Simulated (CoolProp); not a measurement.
Vapour-liquid equilibrium of cyclohexane (1) + o-xylene (2) at 231 kPa; x and y are mole fractions of (1).

Model: multi-fluid Helmholtz-energy mixture model, Zhou 2014 and Zhou 2012; pair parameters Bell 2016, in CoolProp.

```json
[
 {"x": "0.05", "bubble temperature, mixture model (K)": "443.3", "bubble temperature, Raoult's law (K)": "445.0", "y, mixture model": "0.199", "y, Raoult's law": "0.181"},
 {"x": "0.125", "bubble temperature, mixture model (K)": "432.8", "bubble temperature, Raoult's law (K)": "436.2", "y, mixture model": "0.414", "y, Raoult's law": "0.386"},
 {"x": "0.2", "bubble temperature, mixture model (K)": "424.2", "bubble temperature, Raoult's law (K)": "428.6", "y, mixture model": "0.559", "y, Raoult's law": "0.533"},
 {"x": "0.275", "bubble temperature, mixture model (K)": "417.2", "bubble temperature, Raoult's law (K)": "422.0", "y, mixture model": "0.660", "y, Raoult's law": "0.643"},
 {"x": "0.35", "bubble temperature, mixture model (K)": "411.4", "bubble temperature, Raoult's law (K)": "416.1", "y, mixture model": "0.733", "y, Raoult's law": "0.726"},
 {"x": "0.425", "bubble temperature, mixture model (K)": "406.6", "bubble temperature, Raoult's law (K)": "410.9", "y, mixture model": "0.787", "y, Raoult's law": "0.789"},
 {"x": "0.5", "bubble temperature, mixture model (K)": "402.5", "bubble temperature, Raoult's law (K)": "406.2", "y, mixture model": "0.830", "y, Raoult's law": "0.839"},
 {"x": "0.575", "bubble temperature, mixture model (K)": "399.0", "bubble temperature, Raoult's law (K)": "402.0", "y, mixture model": "0.864", "y, Raoult's law": "0.879"},
 {"x": "0.65", "bubble temperature, mixture model (K)": "395.9", "bubble temperature, Raoult's law (K)": "398.1", "y, mixture model": "0.894", "y, Raoult's law": "0.911"},
 {"x": "0.725", "bubble temperature, mixture model (K)": "393.1", "bubble temperature, Raoult's law (K)": "394.6", "y, mixture model": "0.919", "y, Raoult's law": "0.937"},
 {"x": "0.8", "bubble temperature, mixture model (K)": "390.4", "bubble temperature, Raoult's law (K)": "391.4", "y, mixture model": "0.942", "y, Raoult's law": "0.958"},
 {"x": "0.875", "bubble temperature, mixture model (K)": "388.0", "bubble temperature, Raoult's law (K)": "388.5", "y, mixture model": "0.964", "y, Raoult's law": "0.976"},
 {"x": "0.95", "bubble temperature, mixture model (K)": "385.6", "bubble temperature, Raoult's law (K)": "385.7", "y, mixture model": "0.986", "y, Raoult's law": "0.991"}
]
```

The largest gap from Raoult's law is -4.8 K in bubble temperature, at x = 0.275. No azeotrope shows between x = 0.05 and 0.95.

Pair parameters are fitted to limited data, so mixtures are less certain than the pure fluids.
